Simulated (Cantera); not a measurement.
A closed system holds: 1 mol B2O3, 0.22 mol O2, 0.23 mol N2, at 1773 K and 49.0 mbar.

Equilibrium computed with Cantera from the NASA thermochemical tables; the gas is ideal and each condensed phase is pure. Candidate condensed phases: B, BN, B2O3; 17 gas species. Equilibrium is a limit: real reactors are often held back by kinetics, nucleation or transport.

Base state: N2 0.483, O2 0.460, B2O3 0.0478, BO2 0.00481, NO 0.00439, O 0.000288 (mole fractions); condensed: B2O3(l).

Question: What changes in the equilibrium state with this change: temperature from 1773 K to 1050 K?

Answer: 
```json
[
 {"species": "N2", "before": "0.483", "after": "0.511"},
 {"species": "O2", "before": "0.460", "after": "0.489"},
 {"species": "NO", "before": "0.00439", "after": "6.49e-5"},
 {"species": "B2O3", "before": "0.0478", "after": "<1e-9"},
 {"species": "BO2", "before": "0.00481", "after": "1.02e-9"},
 {"species": "O", "before": "0.000288", "after": "2.11e-9"},
 {"species": "B2O3(l), mol", "before": "0.976", "after": "1.00"}
]
```

Question: What changes in the equilibrium state with this change: pressure from 49.0 mbar to 10.0 mbar?

Answer: 
```csv
species,before,after
N2,0.483,0.384
O2,0.460,0.363
B2O3,0.0478,0.234
BO2,0.00481,0.0149
O,0.000288,0.000566
NO,0.00439,0.00348
"B2O3(l), mol",0.976,0.856
```

Question: What changes in the equilibrium state with this change: temperature from 1773 K to 2223.15 K?

Answer: 
```
species         before    after
------------  --------  -------
B2O3            0.0478    0.632
N2               0.483    0.153
O2               0.460    0.123
BO2            0.00481   0.0812
B2O2           3.96e-9  1.87e-5
BO             7.43e-7  0.00105
O             0.000288  0.00496
B2O3(l), mol     0.976        0
```
